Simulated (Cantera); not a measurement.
A perfectly stirred reactor is fed with 2.86 % C₂H₆, 97.1 % N₂, at 0.118 atm; it is held at 1373 K, and followed from long to short residence time.

Computed with Cantera and GRI-Mech 3.0 (53 species, 325 reactions). GRI-Mech 3.0 stops at C3 and has no aromatics, soot or wall deposition, so with more carbon than oxygen in the feed, carbon stays in small species such as C2H2 where larger ones or solid carbon would form.

One state of this run: x C₂H₆ = 0.00451; x HCN = 3.18e-8; x C₂H₂ = 0.00928; x C₂H = 8.87e-9; x H₂ = 0.0261; x H = 3.14e-5; x CH₄ = 0.00620. x: mole fraction; the columns are a selection and need not sum to one.

Which value of τ (s) does it belong to?
A) 0.0024
B) 0.011
C) 0.20
D) 0.022

D, 0.022
